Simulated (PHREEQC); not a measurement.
KOH is added in steps, without added water, to 1 kg of water holding 0.28 mol HF and 5.4e-05 mol KF, at 65 °C. O2 is buffered at 0.21 atm. CO2 is held at log p = -3.4 (atm). Precipitation was switched off in this run.

Base run: PHREEQC, ion-association model, phreeqc.dat. Each further column changes one thing. The table gives HCO3- (mol/kgw).

```tsv
KOH added (mol)	base	Davies equation for every ion	all activity coefficients set to 1	database wateq4f.dat	Debye-Hückel limiting law
0	2.63e-10	2.68e-10	2.33e-10	3.03e-10	2.75e-10
0.024	6.27e-10	6.39e-10	5.99e-10	7.84e-10	6.58e-10
0.048	1.27e-9	1.30e-9	1.27e-9	1.58e-9	1.34e-9
0.072	2.28e-9	2.34e-9	2.35e-9	2.75e-9	2.42e-9
0.096	3.83e-9	3.95e-9	4.01e-9	4.46e-9	4.09e-9
0.12	6.22e-9	6.47e-9	6.62e-9	7.02e-9	6.71e-9
0.144	9.99e-9	1.05e-8	1.08e-8	1.10e-8	1.09e-8
0.176	1.90e-8	2.03e-8	2.09e-8	2.03e-8	2.10e-8
0.2	3.20e-8	3.44e-8	3.55e-8	3.37e-8	3.57e-8
0.224	5.80e-8	6.32e-8	6.52e-8	6.06e-8	6.54e-8
0.248	1.27e-7	1.40e-7	1.44e-7	1.32e-7	1.44e-7
0.272	6.22e-7	6.96e-7	7.16e-7	6.50e-7	7.17e-7
0.296	0.00850	0.00859	0.0103	0.00851	0.00676
0.32	0.0154	0.0157	0.0199	0.0155	0.0115
```

At this temperature some constants are extrapolated from 25 °C, and those without enthalpy data are left unchanged. wateq4f.dat counts part of the HF as a dimer, H2F2, which phreeqc.dat doesn't know; its constant is uncertain. phreeqc.dat and wateq4f.dat share most of their constants, so their agreement is no independent check.
